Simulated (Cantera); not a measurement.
## borazine + H2O + N2 (boron, boron nitride and boron oxide)

Input: 1 mol borazine, 0.14 mol H2O, 0.11 mol N2, at 4.60 mbar.

Method: chemical equilibrium by Gibbs-energy minimisation in Cantera with the NASA 1993 tables (ideal gas, pure condensed phases). Candidate condensed phases: B, BN, B2O3, B3O3H3, H2O; 39 gas species. The feed counts by its element totals alone. Mutual solubility and eutectic melting of coexisting phases are not modelled. The tables' values for BH2 are old estimates; treat these amounts as uncertain. Equilibrium is a limit: real reactors are often held back by kinetics, nucleation or transport.

```tsv
T (°C)	log p H2	log p N2	log p H	log p HBO	log p BO	log p HBO2	log p B2O3	log p B2O2	n BN(s)	n B2O3(l)	n B(s)
1102	-2.36	-3.66	-6.65	-5.30	-8.09	-4.98	-5.88	-7.21	2.91	0.0389	0
1202	-2.37	-3.66	-6.07	-4.56	-6.84	-4.56	-4.89	-5.86	2.91	0.0163	0
1302	-2.37	-3.65	-5.57	-4.15	-5.98	-4.64	-4.70	-5.14	2.89	0	0
1402	-2.38	-3.63	-5.12	-3.95	-5.39	-5.05	-5.03	-4.84	2.87	0	0
1502	-2.38	-3.62	-4.73	-3.88	-4.96	-5.60	-5.62	-4.77	2.86	0	0
1602	-2.38	-3.62	-4.37	-3.87	-4.65	-6.23	-6.33	-4.84	2.86	0	0
1702	-2.39	-3.62	-4.06	-3.90	-4.40	-6.86	-7.08	-4.97	2.86	0	0
1802	-2.41	-3.46	-3.78	-3.98	-4.22	-7.44	-7.80	-5.16	2.68	0	0.174
1902	-2.54	-2.89	-3.58	-4.21	-4.16	-8.03	-8.57	-5.56	0.561	0	2.29
2002	-2.59	-2.84	-3.37	-4.38	-4.10	-8.50	-9.22	-5.89	0	0	2.84
```
log p: log10 of the partial pressure in bar; n: condensed amount in mol.

From 1102 °C to 1202 °C the condensed part is BN(s) + B2O3(l). From 1302 °C to 1702 °C the condensed part is BN(s). From 1802 °C to 1902 °C the condensed part is B(s) + BN(s). At 2002 °C the condensed part is B(s). The main B-bearing gas is HBO2 at 1102 °C and BO at 2002 °C. The share of B in condensed phases is highest at 1102 °C (99.6 %) and lowest at 2002 °C (94.8 %).
